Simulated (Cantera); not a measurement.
What does this Cantera script print?

```python
import numpy as np
import cantera as ct

gas = ct.Solution("gri30.yaml")
gas.TPX = 1725, 100000, {'CO': 1, 'H2': 0.56, 'O2': 2.11, 'N2': 7.93}
reactor = ct.IdealGasConstPressureReactor(gas, energy="on", clone=False)
net = ct.ReactorNet([reactor])
net.rtol, net.atol = 1e-08, 1e-16
show = ['CO', 'H2', 'O2', 'NO', 'H', 'H2O2']
times = np.geomspace(2e-06, 2, 14)

steps = ct.SolutionArray(gas, extra=["t"])
rows = []
print(f"{'t/s':>10s}{'T/K':>9s}{'P/Pa':>11s}" + "".join(f"{s:>11s}" for s in show))
for t in times:
    while net.time < t:
        t_next = net.step()
        steps.append(gas.state, t=t_next)
    rows.append([np.interp(t, steps.t, y) for y in (steps.T, steps.P, *steps(*show).X.T)])
    print(f"{t:10.3e}{rows[-1][0]:9.1f}{rows[-1][1]:11.4g}" + "".join(f"{x:11.3e}" for x in rows[-1][2:]))
rate = np.gradient(steps.T, steps.t)
print("integrator steps:", len(steps.t))
if steps.T.max() > steps.T[0] + 200:
    print(f"time of steepest temperature rise: {steps.t[rate.argmax()]:.4e} s")
gas.TPX = 1725, 100000, {'CO': 1, 'H2': 0.56, 'O2': 2.11, 'N2': 7.93}
gas.equilibrate("HP")
print(f"equilibrium (HP): T = {gas.T:.1f} K  " + "  ".join(f"{s} {gas[s].X[0]:.3e}" for s in show))
```

Output:

```
       t/s      T/K       P/Pa         CO         H2         O2         NO          H       H2O2
 2.000e-06   1725.0      1e+05  8.621e-02  4.827e-02  1.819e-01  2.891e-13  2.395e-06  4.962e-09
 5.789e-06   1725.0      1e+05  8.618e-02  4.801e-02  1.817e-01  2.362e-11  1.092e-04  2.414e-08
 1.675e-05   1772.2      1e+05  7.231e-02  3.554e-03  1.399e-01  2.051e-06  1.377e-02  4.495e-07
 4.849e-05   1969.2      1e+05  3.865e-02  3.872e-03  1.214e-01  2.561e-05  1.525e-02  2.258e-07
 1.403e-04   2217.4      1e+05  2.736e-02  2.914e-03  1.209e-01  1.087e-04  7.246e-03  1.051e-07
 4.062e-04   2428.8      1e+05  1.736e-02  1.615e-03  1.218e-01  4.695e-04  2.346e-03  7.578e-08
 1.176e-03   2529.8      1e+05  1.088e-02  9.632e-04  1.212e-01  1.672e-03  9.686e-04  1.135e-07
 3.403e-03   2532.1      1e+05  1.030e-02  9.133e-04  1.197e-01  4.689e-03  8.829e-04  1.176e-07
 9.848e-03   2524.0      1e+05  1.003e-02  8.922e-04  1.168e-01  1.061e-02  8.415e-04  1.148e-07
 2.850e-02   2516.8      1e+05  9.779e-03  8.735e-04  1.143e-01  1.587e-02  8.058e-04  1.123e-07
 8.249e-02   2515.7      1e+05  9.743e-03  8.708e-04  1.139e-01  1.665e-02  8.006e-04  1.120e-07
 2.388e-01   2515.7      1e+05  9.743e-03  8.708e-04  1.139e-01  1.666e-02  8.006e-04  1.120e-07
 6.910e-01   2515.7      1e+05  9.743e-03  8.708e-04  1.139e-01  1.666e-02  8.006e-04  1.120e-07
 2.000e+00   2515.7      1e+05  9.743e-03  8.708e-04  1.139e-01  1.666e-02  8.006e-04  1.120e-07
integrator steps: 1236
time of steepest temperature rise: 1.3787e-05 s
equilibrium (HP): T = 2515.7 K  CO 9.743e-03  H2 8.708e-04  O2 1.139e-01  NO 1.666e-02  H 8.006e-04  H2O2 1.120e-07
```

Detailed kinetics in Cantera: GRI-Mech 3.0 (53 species, 325 reactions).
